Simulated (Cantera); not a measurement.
An isothermal plug-flow reactor at 700 K and 81000 Pa (inlet), inlet velocity 0.38 m/s, active area per volume 390 1/m; feed H₂ : O₂ : N₂ : H₂O = 0.007 : 0.044 : 0.79 : 0.02 (molar parts).

Model: Deutschmann's 1995 Pt surface mechanism with GRI-Mech 3.0 gas chemistry, integrated in Cantera. Catalytic surfaces can have several steady states; this one follows from the mechanism file's or the stated starting coverage. Mass transfer to the wall is taken as infinitely fast.

x: gas mole fraction; θ: surface coverage.

| z (m) | x H₂ | x O₂ | x H₂O | θ free Pt | θ O* | θ OH* |
|---|---|---|---|---|---|---|
| 3.8e-05 | 0.00599 | 0.0501 | 0.0254 | 0.214 | 0.773 | 0.0120 |
| 8.2e-05 | 0.00457 | 0.0494 | 0.0268 | 0.166 | 0.823 | 0.0110 |
| 0.00018 | ? | 0.0486 | 0.0285 | ? | 0.881 | ? |
| 0.00038 | 0.00172 | 0.0480 | 0.0297 | 0.0651 | 0.927 | 0.00754 |
| 0.00082 | 0.000869 | 0.0476 | 0.0306 | 0.0356 | 0.959 | 0.00571 |
| 0.0018 | 0.000376 | 0.0474 | 0.0311 | 0.0204 | 0.975 | 0.00438 |
| 0.0038 | ? | 0.0473 | 0.0314 | ? | 0.982 | ? |

What belongs in the gaps?


- 0.00018, x H₂: 0.00297
- 0.00018, θ free Pt: 0.110
- 0.00018, θ OH*: 0.00942
- 0.0038, x H₂: 0.000127
- 0.0038, θ free Pt: 0.0144
- 0.0038, θ OH*: 0.00370
